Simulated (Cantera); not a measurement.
A Cantera script and what it prints.

```python
import numpy as np
import cantera as ct

gas_names = [...]  # 45 gases of nasa_gas.yaml made of Al, Cl, H, N, O
cond_names = """
    AL(cr) AL(L) ALCL3(s) ALCL3(L) ALN(s) AL2O3(a) AL2O3(L) H2O(s) H2O(L) NH4CL(a) NH4CL(b)
""".split()


# ... load() reads the species with a 1 bar reference pressure and builds the phases ...
atoms = {
    'AlCl3': {'AL': 1, 'CL': 3},
    'O2': {'O': 2},
    'N2': {'N': 2},
    'NH3': {'N': 1, 'H': 3},
}
top_T = {'ALN(s)': 2750}  # K; cautious upper limits of use, not melting points


# ... equilibrate(T, P, feed) seeds the gas with the atoms and calls Mixture.equilibrate('TP', solver="vcs", rtol=1e-11, max_steps=5000) ...
results = []
feed = {'AlCl3': 1, 'O2': 0.2, 'N2': 150, 'NH3': 10}  # mol
P = 190  # Pa
for T in [1350, 1450, 1550, 1650, 1750, 1850, 1950]:
    mix = equilibrate(T, P, feed)
    results.append((T, P, feed, dict(zip(mix.species_names, mix.species_moles))))

top = {s: max(r[3][s] / sum(r[3][g] for g in gas_names) for r in results) for s in gas_names}
cols = sorted((s for s in top if top[s] > 0.001), key=lambda s: -top[s])[:8]
seen = [c for c in cond_names if any(r[3].get(c, 0) > 1e-12 for r in results)]
print("log10 of partial pressures in bar; condensed amounts in mol")
print(f"{'T/K':>10s}" + "".join(f"{s[:9]:>10s}" for s in cols + seen))
for T, P, feed, n in results:
    ng = sum(n[g] for g in gas_names)
    print(f"{T:10.4g}" + "".join(f"{np.log10(max(n[s] / ng * P / 1e5, 1e-99)):10.3f}" for s in cols)
          + "".join(f"{n.get(c, 0):10.4g}" for c in seen))
```

It prints:

```
log10 of partial pressures in bar; condensed amounts in mol
       T/K        N2        H2       HCL         H      ALCL     ALCL3    ALN(s)  AL2O3(a)
      1350    -2.765    -3.810    -4.634    -7.528    -5.874    -5.589    0.3366    0.1333
      1450    -2.766    -3.809    -4.665    -6.929    -5.225    -5.899         0    0.1333
      1550    -2.766    -3.813    -4.623    -6.408    -5.142    -6.509         0    0.1332
      1650    -2.766    -3.815    -4.612    -5.949    -5.114    -7.140         0    0.1329
      1750    -2.766    -3.818    -4.612    -5.543    -5.103    -7.729         0    0.1318
      1850    -2.767    -3.824    -4.620    -5.181    -5.096    -8.268         0    0.1283
      1950    -2.768    -3.835    -4.638    -4.858    -5.088    -8.766         0    0.1195
```

Cantera equilibrium calculation (NASA polynomials, part measured and part estimated; ideal gas, pure solids and liquids). Mutual solubility and eutectic melting of coexisting phases are not modelled. The tables' values for AlCl2 are old estimates; treat these amounts as uncertain. Condensed phases not in the tables: aluminium oxynitride.
